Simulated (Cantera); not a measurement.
Input: 1 mol SiHCl3, 20 mol N2, equilibrated at 1875 K and 0.110 bar.

Equilibrium computed with Cantera from the NASA thermochemical tables; the gas is ideal and each condensed phase is pure. Candidate condensed phases: NH4Cl, Si, Si3N4; 28 gas species. The tables' values for SiCl3, SiCl are old estimates; treat these amounts as uncertain. Equilibrium is a limit: real reactors are often held back by kinetics, nucleation or transport.

Base state: N2 0.911, SiCl2 0.0413, HCl 0.0397, SiCl3 0.00375, H2 0.00284, Cl 0.00111, SiCl4 0.000481, H 0.000105 (mole fractions); condensed: gas only.

### Question
What changes in the equilibrium state with this change: SiHCl3 replaced by SiH4?

### Answer
```csv
species,before,after
N2,0.911,0.906
H2,0.00284,0.0934
H,0.000105,0.000604
SiCl2,0.0413,0
HCl,0.0397,0
Si,2.19e-6,3.57e-5
SiCl3,0.00375,0
Cl,0.00111,0
SiCl4,0.000481,0
SiCl,3.06e-5,0
"Si3N4(s), mol",0,0.333
```
